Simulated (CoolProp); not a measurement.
Vapour-liquid equilibrium of n-heptane (1) + o-xylene (2) at 328.1 K; x and y are mole fractions of (1).

Values from CoolProp's multi-fluid Helmholtz-energy mixture model, Span 2003 and Zhou 2012; pair parameters Bell 2016.

```tsv
x	bubble pressure (MPa)	y at the bubble point	dew pressure at overall composition x (MPa)	liquid density (mol/L)
0.05	___	___	0.004522	7.927
0.2	___	0.625	___	7.681
0.35	___	0.759	___	7.445
0.5	0.01501	0.838	0.007669	7.218
0.65	0.01741	0.895	___	7.000
0.8	0.01978	0.943	0.01367	6.791
0.95	0.02221	0.986	0.02017	6.590
```

Problem. Fill in the missing entries.

Solution. 
- 0.05, bubble pressure (MPa): 0.005780
- 0.05, y at the bubble point: 0.287
- 0.2, bubble pressure (MPa): 0.009457
- 0.2, dew pressure at overall composition x (MPa): 0.005244
- 0.35, bubble pressure (MPa): 0.01243
- 0.35, dew pressure at overall composition x (MPa): 0.006234
- 0.65, dew pressure at overall composition x (MPa): 0.009902

No azeotrope shows between x = 0.05 and 0.95.

Pair parameters are fitted to limited data, so mixtures are less certain than the pure fluids.
